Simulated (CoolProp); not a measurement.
Vapour-liquid equilibrium of n-heptane (1) + m-xylene (2) at 297.1 K; x and y are mole fractions of (1).

The numbers come from the multi-fluid Helmholtz-energy mixture model, Span 2003 and Zhou 2012; pair parameters Bell 2016 in CoolProp.

Question: Give the bubble pressure and the first vapour's composition at x = 0.275, 0.35, 0.95. Is there an azeotrope?

Answer: x = 0.275: 2.703 kPa, y = 0.708; x = 0.35: 3.056 kPa, y = 0.763; x = 0.95: 5.563 kPa, y = 0.987. No azeotrope shows between x = 0.05 and 0.95.

Pair parameters are fitted to limited data, so mixtures are less certain than the pure fluids.
